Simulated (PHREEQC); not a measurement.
Make-up at 20 °C: 0.0025 mol/kgw ZnCl2, 0.14 mol/kgw KCl and 0.034 mol/kgw FeSO4. Closed to the air; pH follows from the charge balance.

Computed with PHREEQC (ion-association model, wateq4f.dat).

This is a speciation only: nothing precipitates in the calculation.

Problem. Predict the pH, ionic strength, activity of water.

Solution. pH 5.83; ionic strength 0.239 mol/kgw; activity of water 0.994.

Problem. In which forms is Cl present?

Solution. Cl- 99 %, FeCl+ 1.0 % of the Cl.
